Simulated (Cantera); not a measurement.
A closed system holds: 1 mol (CH₃)₂SiCl₂, 0.48 mol CH₄, 1.4 mol H₂, 3.2 mol HCl, held at 62000 Pa.

Method: chemical equilibrium by Gibbs-energy minimisation in Cantera with the NASA 1993 tables (ideal gas, pure condensed phases). Candidate condensed phases: C, C₆H₆, C₇H₈, C₈H₁₈, Si, SiC; 109 gas species. The feed counts by its element totals alone. The tables' values for SiCl₃ are old estimates; treat these amounts as uncertain. Rates play no part. All values below are at 1525 °C.

Base state: H₂ 0.507, HCl 0.451, SiCl₂ 0.0297, SiCl₃ 0.00753, SiCl₄ 0.00310, SiHCl₃ 0.000869, H 0.000318, Cl 0.000217 (mole fractions); condensed: C(graphite) + SiC(s).

Question: What changes in the equilibrium state with this change: (CH₃)₂SiCl₂ replaced by CH₃SiCl₃?

Answer: 
```json
[
 {"species": "HCl", "before": "0.451", "after": "0.530"},
 {"species": "H₂", "before": "0.507", "after": "0.385"},
 {"species": "SiCl₂", "before": "0.0297", "after": "0.0539"},
 {"species": "SiCl₄", "before": "0.00310", "after": "0.0102"},
 {"species": "SiCl₃", "before": "0.00753", "after": "0.0184"},
 {"species": "SiHCl₃", "before": "0.000869", "after": "0.00186"},
 {"species": "CH₄", "before": "0.000124", "after": "7.13e-5"},
 {"species": "SiH₂Cl₂", "before": "4.42e-5", "after": "6.10e-5"},
 {"species": "Cl", "before": "0.000217", "after": "0.000292"},
 {"species": "C₂H₂ (acetylene)", "before": "8.75e-5", "after": "6.64e-5"},
 {"species": "C(graphite), mol", "before": "1.87", "after": "1.19"},
 {"species": "SiC(s), mol", "before": "0.609", "after": "0.292"}
]
```
